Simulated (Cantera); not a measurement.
A Cantera script and what it prints.

```python
import numpy as np
import cantera as ct

gas_names = [...]  # 151 gases of nasa_gas.yaml made of C, H, N, O, Si
cond_names = """
    C(gr) C6H6(L) C7H8(L) C8H18(L),n-octa H2O(s) H2O(L) Si(cr) Si(L) SiC(b) SiO2(Lqz) SiO2(hqz) SiO2(L)
    Si2N2O(s) Si3N4(a)
""".split()


# ... load() reads the species with a 1 bar reference pressure and builds the phases ...
atoms = {
    'TEOS': {'Si': 1, 'C': 8, 'H': 20, 'O': 4},
    'N2O': {'N': 2, 'O': 1},
    'H2': {'H': 2},
}
top_T = {'C(gr)': 4500, 'SiC(b)': 3050, 'Si2N2O(s)': 2100, 'Si3N4(a)': 2400}  # K; cautious upper limits of use, not melting points


# ... equilibrate(T, P, feed) seeds the gas with the atoms and calls Mixture.equilibrate('TP', solver="vcs", rtol=1e-11, max_steps=5000) ...
results = []
feed = {'TEOS': 1, 'N2O': 0.18, 'H2': 0.83}  # mol
P = 133.322  # Pa
for T in [875, 950, 1025, 1100, 1175, 1250, 1325, 1400, 1475, 1550, 1625, 1700, 1775]:
    mix = equilibrate(T, P, feed)
    results.append((T, P, feed, dict(zip(mix.species_names, mix.species_moles))))
    x = sorted(zip(gas.X, gas.species_names), reverse=True)
    print(f"T = {T:g} K  P = {P:g} Pa  gas = {mix.phase_moles(0):.4g} mol")
    print("   x: " + "  ".join(f"{s} {v:.3e}" for v, s in x if v > 1e-06))
    print("   condensed (mol): " + ("  ".join(f"{mix.phase(i).name} {mix.phase_moles(i):.4g}"
          for i in range(1, mix.n_phases) if mix.phase_moles(i) > 1e-12) or "none"))
```

Result:

```
T = 875 K  P = 133.322 Pa  gas = 13.17 mol
   x: H2 8.208e-01  CO 1.640e-01  N2 1.367e-02  H2O 7.316e-04  CH4 3.922e-04  CO2 3.857e-04
   condensed (mol): C(gr) 5.83  SiO2(hqz) 1
T = 950 K  P = 133.322 Pa  gas = 13.18 mol
   x: H2 8.209e-01  CO 1.650e-01  N2 1.365e-02  H2O 1.687e-04  CH4 1.506e-04  CO2 6.077e-05
   condensed (mol): C(gr) 5.821  SiO2(hqz) 1
T = 1025 K  P = 133.322 Pa  gas = 13.19 mol
   x: H2 8.210e-01  CO 1.652e-01  N2 1.365e-02  CH4 6.605e-05  H2O 4.798e-05  CO2 1.252e-05
   condensed (mol): C(gr) 5.82  SiO2(hqz) 1
T = 1100 K  P = 133.322 Pa  gas = 13.19 mol
   x: H2 8.210e-01  CO 1.653e-01  N2 1.365e-02  CH4 3.226e-05  H2O 1.618e-05  CO2 3.214e-06  HCN 2.353e-06
   condensed (mol): C(gr) 5.82  SiO2(hqz) 1
T = 1175 K  P = 133.322 Pa  gas = 13.24 mol
   x: H2 8.180e-01  CO 1.703e-01  N2 1.172e-02  CH4 1.708e-05  H2O 6.437e-06  HCN 5.498e-06  H 3.036e-06  CO2 1.047e-06
   condensed (mol): C(gr) 5.745  SiO2(hqz) 0.9504  Si2N2O(s) 0.02481
T = 1250 K  P = 133.322 Pa  gas = 13.53 mol
   x: H2 8.003e-01  CO 1.989e-01  N2 7.215e-04  SiO 5.240e-05  H 1.184e-05  CH4 9.388e-06  H2O 3.196e-06  HCN 3.047e-06
   condensed (mol): C(gr) 5.309  SiO2(hqz) 0.6589  Si2N2O(s) 0.1702
T = 1325 K  P = 133.322 Pa  gas = 14.97 mol
   x: H2 7.233e-01  CO 2.717e-01  N2 4.741e-03  SiO 2.317e-04  H 3.809e-05  HCN 1.528e-05  CH4 4.683e-06  H2O 1.885e-06
   condensed (mol): C(gr) 3.153  SiC(b) 0.7787  Si2N2O(s) 0.1089
T = 1400 K  P = 133.322 Pa  gas = 15.19 mol
   x: H2 7.128e-01  CO 2.748e-01  N2 1.183e-02  SiO 3.437e-04  H 1.125e-04  HCN 4.556e-05  CH4 2.926e-06  C2H2,acetylene 1.796e-06
   condensed (mol): C(gr) 2.83  SiC(b) 0.9948
T = 1475 K  P = 133.322 Pa  gas = 15.19 mol
   x: H2 7.127e-01  CO 2.747e-01  N2 1.181e-02  SiO 4.840e-04  H 2.999e-04  HCN 8.105e-05  C2H2,acetylene 4.752e-06  CH4 1.968e-06  HNC 1.260e-06
   condensed (mol): C(gr) 2.833  SiC(b) 0.9926
T = 1550 K  P = 133.322 Pa  gas = 15.2 mol
   x: H2 7.123e-01  CO 2.744e-01  N2 1.178e-02  H 7.280e-04  SiO 6.586e-04  HCN 1.362e-04  C2H2,acetylene 1.143e-05  HNC 2.689e-06  CH4 1.375e-06
   condensed (mol): C(gr) 2.838  SiC(b) 0.99
T = 1625 K  P = 133.322 Pa  gas = 15.2 mol
   x: H2 7.114e-01  CO 2.741e-01  N2 1.173e-02  H 1.630e-03  SiO 8.700e-04  HCN 2.177e-04  C2H2,acetylene 2.530e-05  HNC 5.343e-06  Si 1.398e-06
   condensed (mol): C(gr) 2.842  SiC(b) 0.9867
T = 1700 K  P = 133.322 Pa  gas = 15.22 mol
   x: H2 7.098e-01  CO 2.736e-01  N2 1.166e-02  H 3.400e-03  SiO 1.120e-03  HCN 3.332e-04  C2H2,acetylene 5.210e-05  HNC 9.967e-06  Si 7.550e-06
   condensed (mol): C(gr) 2.847  SiC(b) 0.9828
T = 1775 K  P = 133.322 Pa  gas = 15.24 mol
   x: H2 7.069e-01  CO 2.728e-01  N2 1.156e-02  H 6.665e-03  SiO 1.409e-03  HCN 4.904e-04  C2H2,acetylene 1.006e-04  Si 3.531e-05  HNC 1.758e-05  SiH 1.330e-06
   condensed (mol): C(gr) 2.853  SiC(b) 0.9779
```

Equilibrium computed with Cantera from the NASA thermochemical tables; the gas is ideal and each condensed phase is pure. The feed counts by its element totals alone. Mutual solubility and eutectic melting of coexisting phases are not modelled. The tables hold silica as quartz up to 1696 K and as liquid above; real silica turns to tridymite and cristobalite and melts near 1996 K.
